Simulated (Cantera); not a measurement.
# Equilibrium for chemical vapour transport: MgO + Cl2 + H2

Input: 1 mol MgO, 0.19 mol Cl2, 0.13 mol H2, held at 10.0 Torr.

Equilibrium computed with Cantera from the NASA thermochemical tables; the gas is ideal and each condensed phase is pure. Candidate condensed phases: H2O, Mg, MgCl2, MgO, Mg(OH)2; 22 gas species. Kinetics and transport are ignored.

```csv
T (K),log p HCl,log p Cl2,log p MgCl2,log p Cl,log p O2,log p H2O,n MgO(s)
1098,-1.97,-2.63,-3.79,-4.15,-4.30,-4.21,0.996
1148,-1.98,-2.66,-3.56,-3.90,-3.98,-4.16,0.993
1198,-1.98,-2.71,-3.35,-3.69,-3.73,-4.10,0.989
1248,-1.99,-2.78,-3.17,-3.51,-3.53,-4.05,0.983
1298,-2.00,-2.88,-3.02,-3.35,-3.37,-3.98,0.976
1348,-2.00,-3.02,-2.91,-3.24,-3.26,-3.89,0.969
1398,-2.01,-3.18,-2.84,-3.14,-3.19,-3.79,0.962
1448,-2.02,-3.37,-2.79,-3.07,-3.15,-3.68,0.957
1498,-2.03,-3.56,-2.75,-3.02,-3.12,-3.57,0.953
```
log p: log10 of the partial pressure in bar; n: condensed amount in mol.

From 1098 K to 1498 K the condensed part is MgO(s). The main Mg-bearing gas is MgCl2 throughout. The share of Mg in condensed phases is highest at 1098 K (99.6 %) and lowest at 1498 K (95.3 %).
